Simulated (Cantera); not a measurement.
An isothermal, constant-pressure homogeneous reactor starts with NH₃ : N₂ = 1 : 12 (molar parts), at 2350 K and 0.987 atm.

Cantera simulation using the gas-phase N/H chemistry of the illustrative SiF4/NH3 mechanism in the Surface Chemkin manual (1991); the numbers are that mechanism's predictions, not measurements. Walls and surfaces, which speed up NH3 decomposition in real reactors, are not modelled.

One state of this run: x NH₃ = 0.000426; x NH = 8.45e-6; x NH₂ = 2.38e-5; x H₂ = 0.105; x N₂H₄ = 2.38e-11; x N₂H₂ = 4.44e-9; x N = 6.05e-6. x: mole fraction; the columns are a selection and need not sum to one.

Task: Which value of t (s) does it belong to?
(A) 4.53
(B) 100
(C) 0.965
(D) 0.00932

Result: D, 0.00932
